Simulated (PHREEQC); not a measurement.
A solution holds 0.014 mol/kgw Cu(NO3)2, 6.1e-05 mol/kgw HCl and 0.033 mol/kgw H3BO3, at 70 °C. Closed to the air; pH follows from the charge balance.

Equilibrium calculation in PHREEQC: ion-association model, phreeqc.dat.

| Quantity | Result |
|---|---|
| pH | 4.03 |
| ionic strength | 0.0420 mol/kgw |
| specific conductance | 6460 µS/cm |
| total alkalinity | -0.0610 meq/kg |

| species | molality | activity | log γ |
|---|---|---|---|
| H3BO3 | 0.0330 | 0.0333 | 0.004 |
| NO3- | 0.0280 | 0.0225 | -0.095 |
| Cu+2 | 0.0139 | 0.00662 | -0.324 |
| H+ | 0.000110 | 9.35e-5 | -0.071 |
| Cl- | 5.44e-5 | 4.42e-5 | -0.091 |
| Cu2(OH)2+2 | 2.38e-5 | 1.06e-5 | -0.352 |
| CuCl+ | 6.56e-6 | 5.34e-6 | -0.090 |
| CuOH+ | 8.69e-7 | 7.07e-7 | -0.090 |

No solid was allowed to form. Away from 25 °C the constants follow the database's enthalpies or fits; those with neither stay at their 25 °C values.
